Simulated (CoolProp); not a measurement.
Computed with CoolProp (reference Helmholtz-energy equation of state, Thol 2019).

### Question
For decamethylcyclopentasiloxane (D5), give the phase and the Joule-Thomson coefficient (K/MPa) at 620 K and 0.341 bar; 620 K and 0.734 bar; 620 K and 23.2 bar.

### Answer
- 620 K and 0.341 bar: gas; Joule-Thomson coefficient 9.09
- 620 K and 0.734 bar: gas; Joule-Thomson coefficient 9.28
- 620 K and 23.2 bar: supercritical; Joule-Thomson coefficient 1.50
